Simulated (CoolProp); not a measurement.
n-perfluorohexane along the isotherm 42.65 °C: fugacity coefficient from the reference equation and from simpler models built on Tc = 174.9 °C, pc = 17.42 bar, ω = 0.497; each cubic takes its own stable root.

The numbers come from the reference Helmholtz-energy equation of state, Gao 2022 in CoolProp.

| p (bar) | phase | reference | van der Waals | Redlich-Kwong | Soave-Redlich-Kwong | Peng-Robinson |
|---|---|---|---|---|---|---|
| 2.9 | liquid | 0.2033 | 0.8881 | 0.5171 | 0.2043 | 0.2049 |
| 5.81 | liquid | ___ | 0.5525 | 0.2656 | 0.1047 | 0.1047 |
| 8.71 | liquid | 0.07086 | 0.3841 | 0.1823 | 0.07172 | 0.07151 |
| 11.6 | liquid | 0.05444 | 0.3004 | 0.1408 | 0.05529 | 0.05496 |
| 14.5 | liquid | 0.04456 | 0.2503 | 0.1159 | 0.04541 | 0.04500 |
| 17.4 | liquid | 0.03799 | ___ | 0.09931 | 0.03885 | 0.03839 |
| 20.3 | liquid | 0.03332 | 0.1937 | 0.08754 | 0.03418 | 0.03368 |
| 23.2 | liquid | 0.02983 | 0.1764 | 0.07877 | 0.03070 | 0.03016 |
| 26.1 | liquid | 0.02712 | 0.1632 | 0.07200 | 0.02802 | 0.02743 |
| 29 | liquid | 0.02497 | 0.1528 | 0.06662 | 0.02588 | ___ |
| 31.9 | liquid | 0.02323 | 0.1445 | 0.06227 | 0.02415 | 0.02351 |
| 34.8 | liquid | 0.02178 | 0.1377 | 0.05868 | 0.02272 | 0.02205 |
| 37.7 | liquid | 0.02057 | 0.1322 | 0.05567 | 0.02152 | 0.02083 |
| 40.6 | liquid | 0.01954 | 0.1276 | 0.05314 | 0.02051 | 0.01979 |
| 43.5 | liquid | 0.01865 | 0.1238 | ___ | 0.01964 | 0.01890 |

Problem. Fill in the missing entries.

Solution. 
- 5.81, reference: 0.1038
- 17.4, van der Waals: 0.2171
- 29, Peng-Robinson: 0.02527
- 43.5, Redlich-Kwong: 0.05097

At some of these states van der Waals gives the other phase, because its saturation line lies elsewhere.
